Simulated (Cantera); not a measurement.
A Cantera script and what it prints.

```python
import numpy as np
import cantera as ct

gas_names = """
    Ca CaO CaOH CaO2H2 Ca2 H HO2 H2 H2O H2O2 O OH O2 O3
""".split()
cond_names = """
    Ca(a) Ca(b) Ca(L) CaO(s) CaO(L) CaO2H2(s) H2O(s) H2O(L)
""".split()


def load(file, names, dense=False):
    # The tables refer to 1 bar. Condensed volumes are neglected.
    table = {s.name: s for s in ct.Species.list_from_file(file)}
    out = []
    for n in names:
        d = dict(table[n].input_data)
        d["thermo"] = dict(d["thermo"], **{"reference-pressure": 1e5})
        if dense:
            d["equation-of-state"] = {"model": "constant-volume", "density": "1e6 g/cm^3"}
        out.append(ct.Species.from_dict(d))
    return out


gas = ct.Solution(thermo="ideal-gas", species=load("nasa_gas.yaml", gas_names))
cond = {s.name: ct.Solution(thermo="fixed-stoichiometry", species=[s], name=s.name)
        for s in load("nasa_condensed.yaml", cond_names, dense=True)}
atoms = {
    'Ca(OH)2': {'Ca': 1, 'O': 2, 'H': 2},
    'H2': {'H': 2},
}
top_T = {}  # K; cautious upper limits of use, not melting points


def equilibrate(T, P, feed):
    n = {}
    for name, mol in feed.items():
        for a, k in atoms[name].items():
            n[a] = n.get(a, 0.0) + k * mol
    gas.TPX = T, P, n
    mass = sum(n.values()) * gas.mean_molecular_weight
    gas.equilibrate("TP")
    valid = [c for c in cond.values() if c.min_temp <= T <= top_T.get(c.name, c.max_temp)]
    mix = ct.Mixture([(gas, mass / gas.mean_molecular_weight)] + [(c, 0.0) for c in valid])
    mix.T, mix.P = T, P
    mix.equilibrate("TP", solver="vcs", rtol=1e-11, max_steps=5000)
    return mix


results = []
feed = {'Ca(OH)2': 1, 'H2': 0.035}  # mol
T = 800  # K
for P in [10, 52, 270, 1400, 7200, 37000, 190000, 1000000]:
    mix = equilibrate(T, P, feed)
    results.append((T, P, feed, dict(zip(mix.species_names, mix.species_moles))))

top = {s: max(r[3][s] / sum(r[3][g] for g in gas_names) for r in results) for s in gas_names}
cols = sorted((s for s in top if top[s] > 0.001), key=lambda s: -top[s])[:8]
seen = [c for c in cond_names if any(r[3].get(c, 0) > 1e-12 for r in results)]
print("log10 of partial pressures in bar; condensed amounts in mol")
print(f"{'P/Pa':>10s}" + "".join(f"{s[:9]:>10s}" for s in cols + seen))
for T, P, feed, n in results:
    ng = sum(n[g] for g in gas_names)
    print(f"{P:10.4g}" + "".join(f"{np.log10(max(n[s] / ng * P / 1e5, 1e-99)):10.3f}" for s in cols)
          + "".join(f"{n.get(c, 0):10.4g}" for c in seen))
```

Output:

```
log10 of partial pressures in bar; condensed amounts in mol
      P/Pa       H2O        H2    CaO(s) CaO2H2(s)
        10    -4.015    -5.471         1         0
        52    -3.299    -4.755         1         0
       270    -2.584    -4.040         1         0
      1400    -1.869    -3.325         1         0
      7200    -1.158    -2.614         1         0
   3.7e+04    -0.447    -1.903         1         0
   1.9e+05     0.047    -0.105   0.04976    0.9502
     1e+06     0.047     0.949  0.004394    0.9956
```

Method: chemical equilibrium by Gibbs-energy minimisation in Cantera with the NASA 1993 tables (ideal gas, pure condensed phases).
